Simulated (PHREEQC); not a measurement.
PHREEQC input (ion-association model, phreeqc.dat):

```
SOLUTION 1
  temp 25
  units mol/kgw
  pH 7 charge
END
SELECTED_OUTPUT 1
  -reset false
  -pH true
  -pe true
  -ionic_strength true
  -water true
  -totals Ntg Oxg
  -molalities H+ OH-
USER_PUNCH 1
  -headings p_Ntg(g) phi_Ntg(g) p_Oxg(g) phi_Oxg(g) p_H2O(g) phi_H2O(g) density
  10 PUNCH PR_P("Ntg(g)"), PR_PHI("Ntg(g)"), PR_P("Oxg(g)"), PR_PHI("Oxg(g)"), PR_P("H2O(g)"), PR_PHI("H2O(g)"), RHO
PRINT
  -reset false
USE solution 1
REACTION_TEMPERATURE 1
  80
GAS_PHASE 1
  -fixed_pressure
  -pressure 2
  -temperature 80
  -volume 20
  Ntg(g) 1.18
  Oxg(g) 0.82
  H2O(g) 0
END
# ... the last block is repeated for the other 12 points of P (atm)
```

Selected output (columns that matter, 9 of 13 rows; P (atm) added in front):

```
P (atm)	pH	mu	Ntg	Oxg	m_H+	m_OH-	p_Ntg(g)	phi_Ntg(g)	p_Oxg(g)	phi_Oxg(g)	p_H2O(g)	phi_H2O(g)	density
2	6.2942	5.0839e-07	0.00041176	0.00049151	5.0839e-07	5.0839e-07	0.90316	1.0014	0.62739	0.99897	0.46945	0.98824	0.97183
10	6.2928	5.1001e-07	0.0025375	0.0030163	5.1001e-07	5.1001e-07	5.6157	1.0006	3.9007	0.99512	0.48365	0.96405	0.97219
20	6.2911	5.1204e-07	0.0051463	0.0060859	5.1204e-07	5.1204e-07	11.506	1.0004	7.9923	0.99116	0.50145	0.9357	0.97265
30	6.2894	5.1409e-07	0.0077035	0.0090632	5.1409e-07	5.1409e-07	17.397	1.0005	12.084	0.98746	0.51962	0.90869	0.9731
50	6.2859	5.1823e-07	0.012672	0.014757	5.1823e-07	5.1823e-07	29.176	1.0014	20.267	0.98067	0.55703	0.85837	0.974
100	6.2771	5.2881e-07	0.02434	0.027631	5.2881e-07	5.2881e-07	58.622	1.0069	40.722	0.96702	0.65624	0.75181	0.97623
150	6.2682	5.3975e-07	0.035101	0.038871	5.3975e-07	5.3975e-07	88.063	1.0167	61.175	0.95776	0.7619	0.6681	0.97842
200	6.2592	5.5103e-07	0.045122	0.04879	5.5103e-07	5.5103e-07	117.5	1.0303	81.627	0.95246	0.87198	0.60223	0.98058
400	6.2225	5.9973e-07	0.079918	0.079373	5.9972e-07	5.9972e-07	235.24	1.1157	163.43	0.96288	1.325	0.44845	0.98897
```

Away from 25 °C the constants follow the database's enthalpies or fits; those with neither stay at their 25 °C values.
